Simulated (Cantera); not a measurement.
## Adiabatic ignition

An adiabatic, constant-pressure homogeneous reactor starts with 21.8 % H2, 15.8 % O2, 59.3 % N2, 3.05 % H2O, at 1200 K and 2900000 Pa.

Detailed kinetics in Cantera: the H2/O2 subset of GRI-Mech 3.0, which has no nitrogen chemistry. The hydrogen kinetics of GRI-Mech 3.0 are dated; newer H2 mechanisms differ, most at raised pressure. The pressure lies above the range GRI-Mech 3.0 was tuned for (to about 10 atm).

```json
[
 {"t (s)": "2.00e-6", "T (K)": "1200", "x H2": "0.218", "x O2": "0.158", "x H2O": "0.0305", "x OH": "1.69e-10", "x H": "1.37e-9", "x H2O2": "1.16e-8", "x O": "3.07e-10"},
 {"t (s)": "4.86e-6", "T (K)": "1200", "x H2": "0.218", "x O2": "0.158", "x H2O": "0.0305", "x OH": "2.72e-10", "x H": "1.82e-9", "x H2O2": "6.67e-8", "x O": "4.07e-10"},
 {"t (s)": "1.18e-5", "T (K)": "1200", "x H2": "0.218", "x O2": "0.158", "x H2O": "0.0305", "x OH": "7.55e-10", "x H": "3.46e-9", "x H2O2": "3.79e-7", "x O": "7.77e-10"},
 {"t (s)": "2.87e-5", "T (K)": "1200", "x H2": "0.218", "x O2": "0.158", "x H2O": "0.0305", "x OH": "3.88e-9", "x H": "1.26e-8", "x H2O2": "2.58e-6", "x O": "2.84e-9"},
 {"t (s)": "6.97e-5", "T (K)": "1201", "x H2": "0.218", "x O2": "0.158", "x H2O": "0.0307", "x OH": "6.06e-8", "x H": "1.44e-7", "x H2O2": "4.44e-5", "x O": "3.22e-8"},
 {"t (s)": "0.000169", "T (K)": "2651", "x H2": "0.00260", "x O2": "0.0527", "x H2O": "0.269", "x OH": "0.0113", "x H": "0.000448", "x H2O2": "3.19e-6", "x O": "0.00125"},
 {"t (s)": "0.000412", "T (K)": "2651", "x H2": "0.00260", "x O2": "0.0527", "x H2O": "0.269", "x OH": "0.0113", "x H": "0.000448", "x H2O2": "3.19e-6", "x O": "0.00125"},
 {"t (s)": "0.00100", "T (K)": "2651", "x H2": "0.00260", "x O2": "0.0527", "x H2O": "0.269", "x OH": "0.0113", "x H": "0.000448", "x H2O2": "3.19e-6", "x O": "0.00125"},
 {"t (s)": "0.00243", "T (K)": "2651", "x H2": "0.00260", "x O2": "0.0527", "x H2O": "0.269", "x OH": "0.0113", "x H": "0.000448", "x H2O2": "3.19e-6", "x O": "0.00125"},
 {"t (s)": "0.00590", "T (K)": "2651", "x H2": "0.00260", "x O2": "0.0527", "x H2O": "0.269", "x OH": "0.0113", "x H": "0.000448", "x H2O2": "3.19e-6", "x O": "0.00125"},
 {"t (s)": "0.0143", "T (K)": "2651", "x H2": "0.00260", "x O2": "0.0527", "x H2O": "0.269", "x OH": "0.0113", "x H": "0.000448", "x H2O2": "3.19e-6", "x O": "0.00125"},
 {"t (s)": "0.0349", "T (K)": "2651", "x H2": "0.00260", "x O2": "0.0527", "x H2O": "0.269", "x OH": "0.0113", "x H": "0.000448", "x H2O2": "3.19e-6", "x O": "0.00125"},
 {"t (s)": "0.0847", "T (K)": "2651", "x H2": "0.00260", "x O2": "0.0527", "x H2O": "0.269", "x OH": "0.0113", "x H": "0.000448", "x H2O2": "3.19e-6", "x O": "0.00125"},
 {"t (s)": "0.206", "T (K)": "2651", "x H2": "0.00260", "x O2": "0.0527", "x H2O": "0.269", "x OH": "0.0113", "x H": "0.000448", "x H2O2": "3.19e-6", "x O": "0.00125"},
 {"t (s)": "0.500", "T (K)": "2651", "x H2": "0.00260", "x O2": "0.0527", "x H2O": "0.269", "x OH": "0.0113", "x H": "0.000448", "x H2O2": "3.19e-6", "x O": "0.00125"}
]
```
x: mole fraction; the columns are a selection and need not sum to one.

- time of steepest temperature rise = 0.155 ms
- temperature at 0.500 s = 2651 K
- equilibrium temperature = 2651 K
- x(H2) at 0.500 s = 0.00260 (gas-phase equilibrium 0.00260)
- x(O2) at 0.500 s = 0.0527 (gas-phase equilibrium 0.0527)
- x(H2O) at 0.500 s = 0.269 (gas-phase equilibrium 0.269)
